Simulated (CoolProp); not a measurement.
R11 along the isotherm 479 K: fugacity coefficient from the reference equation and from simpler models built on Tc = 471.1 K, pc = 4.408 MPa, ω = 0.189; each cubic takes its own stable root.

Computed with CoolProp (reference Helmholtz-energy equation of state, Jacobsen 1992).

```csv
p (MPa),phase,reference
0.735,gas,0.9474
1.47,gas,0.8954
2.2,gas,0.8440
2.94,gas,0.7919
3.67,gas,0.7399
4.41,supercritical,0.6850
5.14,supercritical,0.6229
5.88,supercritical,0.5629
6.61,supercritical,0.5160
```

**Question.** How far does each simpler model (van der Waals, Redlich-Kwong, Soave-Redlich-Kwong, Peng-Robinson) lie from the reference over these 9 states: mean and median of the absolute difference, and the worst?

**Answer.** 
- van der Waals: mean 3.1 %, median 3.1 %, worst +6.3 % at 479 K and 6.61 MPa
- Redlich-Kwong: mean 0.4 %, median 0.2 %, worst +1.3 % at 479 K and 6.61 MPa
- Soave-Redlich-Kwong: mean 0.6 %, median 0.1 %, worst +2.1 % at 479 K and 6.61 MPa
- Peng-Robinson: mean 2.2 %, median 2.4 %, worst -3.0 % at 479 K and 4.41 MPa
